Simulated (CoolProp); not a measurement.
The numbers come from the reference Helmholtz-energy equation of state, Gao 2016 in CoolProp.

Give the vapour pressure (MPa), vapour density (kg/m³), liquid cp (kJ/(kg K)), surface tension (mN/m) of saturated sulfur dioxide at -20.75, 17.15, 130.85 °C.


| T (°C) | p (MPa) | vapour density (kg/m³) | liquid cp (kJ/(kg K)) | surface tension (mN/m) |
|---|---|---|---|---|
| -20.75 | 0.0612 | 1.91 | 1.36 | 30.6 |
| 17.15 | 0.299 | 8.43 | 1.38 | 23.2 |
| 130.85 | 5.01 | 160 | 2.35 | 2.11 |

Surface tension comes from a separate correlation (Mulero 2012).
